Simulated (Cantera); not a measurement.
Charge: 1 mol TiCl4, 3.4 mol H2, 18 mol O2, equilibrated at 23.0 mbar.

Cantera equilibrium calculation (NASA polynomials, part measured and part estimated; ideal gas, pure solids and liquids). Candidate condensed phases: H2O, Ti, TiCl2, TiCl3, TiCl4, TiO, TiO2, Ti2O3, Ti3O5, Ti4O7; 23 gas species. Equilibrium is a limit: real reactors are often held back by kinetics, nucleation or transport. All values below are at 1250 °C.

Base state: O2 0.743, HCl 0.164, H2O 0.0739, Cl 0.0167, Cl2 0.00138, OH 0.000289, ClO 5.21e-5, O 3.14e-5 (mole fractions); condensed: TiO2(rutile).

What changes in the equilibrium state with this change: TiCl4 replaced by Ti?


```json
[
 {"species": "O2", "before": "0.743", "after": "0.818"},
 {"species": "H2O", "before": "0.0739", "after": "0.182"},
 {"species": "OH", "before": "0.000289", "after": "0.000463"},
 {"species": "HCl", "before": "0.164", "after": "0"},
 {"species": "Cl", "before": "0.0167", "after": "0"},
 {"species": "Cl2", "before": "0.00138", "after": "0"},
 {"species": "ClO", "before": "5.21e-5", "after": "0"},
 {"species": "O", "before": "3.14e-5", "after": "3.29e-5"},
 {"species": "TiO2(rutile), mol", "before": "1.00", "after": "1.00"}
]
```

What changes in the equilibrium state with this change: pressure from 23.0 mbar to 4.70 mbar?


```csv
species,before,after
O2,0.743,0.740
HCl,0.164,0.159
H2O,0.0739,0.0763
Cl,0.0167,0.0236
Cl2,0.00138,0.000564
O,3.14e-5,6.92e-5
ClO,5.21e-5,3.32e-5
OH,0.000289,0.000436
"TiO2(rutile), mol",1.00,1.00
```
